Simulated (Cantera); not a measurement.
Feed: 1 mol borazine, 0.051 mol H₂O, 180 mol N₂, held at 4.70 mbar.

These are equilibrium values from Cantera (NASA tables, ideal gas, pure condensed phases), not measurements of a reactor. Candidate condensed phases: B, BN, B₂O₃, B₃O₃H₃, H₂O; 39 gas species. The feed counts by its element totals alone. Kinetics and transport are ignored.

### Question
At 1548 K, list the 4 most abundant gas species with their mole fractions, and the condensed phases.

### Answer
N₂ 0.983, H₂ 0.0165, HBO 0.000149, H 5.78e-5. Condensed: BN(s).
